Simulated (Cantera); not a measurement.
# Silicon oxide and oxynitride deposition: TEOS + H2O + N2

Input: 1 mol TEOS, 1.1 mol H2O, 61 mol N2, at 0.133 bar.

These are equilibrium values from Cantera (NASA tables, ideal gas, pure condensed phases), not measurements of a reactor. Candidate condensed phases: C, C6H6, C7H8, C8H18, H2O, Si, SiC, SiO2, Si2N2O, Si3N4; 151 gas species. The feed counts by its element totals alone. N2 is the only nitrogen source here; it is nearly inert below about 1500 K, so the nitride shown seldom forms there in practice. The tables hold silica as quartz up to 1696 K and as liquid above; real silica turns to tridymite and cristobalite and melts near 1996 K. The numbers say what is thermodynamically allowed, not how fast it happens.

From 975 K to 1175 K the condensed part is C(graphite) + SiO2(β-quartz). From 1275 K to 1675 K the condensed part is C(graphite) + Si2N2O(s). From 1775 K to 2075 K the condensed part is C(graphite) + SiC(s).

```tsv
T (K)	log p N2	log p H2	log p CO	log p HCN	log p H	log p SiO	log p H2O	n C(graphite)	n SiO2(β-quartz)	n Si2N2O(s)	n SiC(s)
975	-0.97	-1.71	-2.27	-6.80	-9.80	<-12	-4.20	4.92	1.00	0	0
1075	-0.97	-1.71	-2.26	-6.14	-8.69	<-12	-4.87	4.90	1.00	0	0
1175	-0.97	-1.71	-2.26	-5.59	-7.76	-10.29	-5.43	4.90	1.00	0	0
1275	-0.98	-1.71	-2.09	-5.13	-6.99	-8.59	-5.74	3.40	0	0.500	0
1375	-0.98	-1.71	-2.09	-4.74	-6.32	-7.35	-6.14	3.39	0	0.500	0
1475	-0.98	-1.71	-2.09	-4.40	-5.74	-6.28	-6.49	3.38	0	0.500	0
1575	-0.98	-1.71	-2.09	-4.10	-5.24	-5.35	-6.80	3.35	0	0.499	0
1675	-0.98	-1.71	-2.10	-3.84	-4.79	-4.54	-7.06	3.32	0	0.492	0
1775	-0.98	-1.72	-2.06	-3.61	-4.40	-4.34	-7.27	1.80	0	0	0.974
1875	-0.98	-1.72	-2.06	-3.41	-4.05	-4.22	-7.48	1.73	0	0	0.965
1975	-0.98	-1.73	-2.06	-3.23	-3.73	-4.12	-7.67	1.61	0	0	0.954
2075	-0.98	-1.73	-2.06	-3.06	-3.44	-4.02	-7.85	1.46	0	0	0.939
```
log p: log10 of the partial pressure in bar; n: condensed amount in mol.
